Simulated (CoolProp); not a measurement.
Vapour-liquid equilibrium of m-xylene (1) + n-decane (2) at 219.85 °C; x and y are mole fractions of (1).

The numbers come from the multi-fluid Helmholtz-energy mixture model, Zhou 2012 and Lemmon 2006; pair parameters Bell 2016 in CoolProp.

Give the bubble pressure and the first vapour's composition at x = 0.275, 0.725, 0.95. Is there an azeotrope?

x = 0.275: 3.699 bar, y = 0.415; x = 0.725: 5.063 bar, y = 0.827; x = 0.95: 5.775 bar, y = 0.972. No azeotrope shows between x = 0.05 and 0.95.

Pair parameters are fitted to limited data, so mixtures are less certain than the pure fluids.
